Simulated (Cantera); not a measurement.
Source: NASA polynomial tables (part measured, part estimated), evaluated in Cantera. Values are per mole of reaction as written; species without (g) are pure solids or liquids, kept so even where they would boil at 1 bar.

9 TiO2 + 2 C6H6(g) = 9 C + 3 Ti3O5 + 3 CH3OH(g)

| T (K) | ΔH° (kJ) | ΔS° (J/K) | ΔG° (kJ) | log10 K |
|---|---|---|---|---|
| 300 | … | … | … | … |
| 923 | 388.6 | 247.7 | 160.0 | -9.05 |
| 1023 | 387.8 | 246.9 | 135.2 | -6.91 |
| 1123 | 388.1 | 247.1 | 110.5 | -5.14 |
| 1223 | … | … | … | … |
| 1323 | 392.1 | 250.4 | 60.9 | -2.40 |
| 1423 | 396.0 | 253.2 | 35.7 | -1.31 |
| 1523 | 401.1 | 256.7 | 10.2 | -0.35 |
| 1623 | … | … | … | … |

**Question.** Complete the blanks.

**Answer.** 
- 300, ΔH° (kJ): 356.7
- 300, ΔS° (J/K): 168.1
- 300, ΔG° (kJ): 306.3
- 300, log10 K: -53.33
- 1223, ΔH° (kJ): 389.5
- 1223, ΔS° (J/K): 248.4
- 1223, ΔG° (kJ): 85.8
- 1223, log10 K: -3.66
- 1623, ΔH° (kJ): 407.6
- 1623, ΔS° (J/K): 260.8
- 1623, ΔG° (kJ): -15.7
- 1623, log10 K: 0.50
